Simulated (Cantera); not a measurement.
Feed: 1 mol Cu2O, 7.2 mol C, 2.4 mol CO, at 1677 °C.

Equilibrium computed with Cantera from the NASA thermochemical tables; the gas is ideal and each condensed phase is pure. Candidate condensed phases: C, Cu, CuO, Cu2O; 15 gas species. Rates play no part.

x: gas mole fraction; n: condensed amount in mol.

| P (Pa) | x CO | x Cu | x Cu2 | x CO2 | n C(graphite) | n Cu(l) |
|---|---|---|---|---|---|---|
| 10 | 0.630 | 0.370 | 1.78e-5 | ? | 6.20 | 0 |
| 42 | 0.630 | 0.370 | 7.47e-5 | ? | 6.20 | 0 |
| 180 | 0.630 | 0.370 | 0.000320 | ? | 6.20 | 0 |
| 750 | 0.642 | 0.356 | 0.00124 | ? | 6.20 | 0.101 |
| 3200 | 0.916 | 0.0835 | 0.000290 | ? | 6.20 | 1.69 |
| 13000 | 0.979 | 0.0206 | 7.13e-5 | ? | 6.20 | 1.93 |
| 56000 | 0.995 | 0.00477 | 1.65e-5 | ? | 6.20 | 1.98 |
| 240000 | 0.999 | 0.00111 | 3.86e-6 | ? | 6.20 | 2.00 |
| 1000000 | 0.999 | 0.000267 | 9.27e-7 | ? | 6.20 | 2.00 |

Task: Complete the blanks.

Result: 
- 10, x CO2: 1.30e-9
- 42, x CO2: 5.44e-9
- 180, x CO2: 2.33e-8
- 750, x CO2: 1.01e-7
- 3200, x CO2: 8.78e-7
- 13000, x CO2: 4.08e-6
- 56000, x CO2: 1.81e-5
- 240000, x CO2: 7.83e-5
- 1000000, x CO2: 0.000327
